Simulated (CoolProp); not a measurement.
Vapour-liquid equilibrium of n-octane (1) + o-xylene (2) at 3.4 kPa; x and y are mole fractions of (1).

Computed with CoolProp (multi-fluid Helmholtz-energy mixture model, Beckmüller 2019 and Zhou 2012; pair parameters Bell 2016).

| x | bubble temperature (°C) | y at the bubble point | dew temperature at overall composition x (°C) | liquid density (mol/L) |
|---|---|---|---|---|
| 0.05 | 48.7 | 0.104 | 49.3 | 7.929 |
| 0.15 | 46.6 | 0.275 | 48.2 | 7.692 |
| 0.25 | 44.8 | 0.413 | 46.9 | 7.464 |
| 0.35 | 43.2 | 0.526 | 45.6 | 7.246 |
| 0.45 | 41.8 | 0.623 | 44.3 | 7.037 |
| 0.55 | 40.6 | 0.707 | 42.9 | 6.837 |
| 0.65 | 39.5 | 0.782 | 41.4 | 6.645 |
| 0.75 | 38.4 | 0.850 | 39.9 | 6.462 |
| 0.85 | 37.4 | 0.913 | 38.4 | 6.286 |
| 0.95 | 36.5 | 0.972 | 36.8 | 6.118 |

No azeotrope shows between x = 0.05 and 0.95.

Pair parameters are fitted to limited data, so mixtures are less certain than the pure fluids.
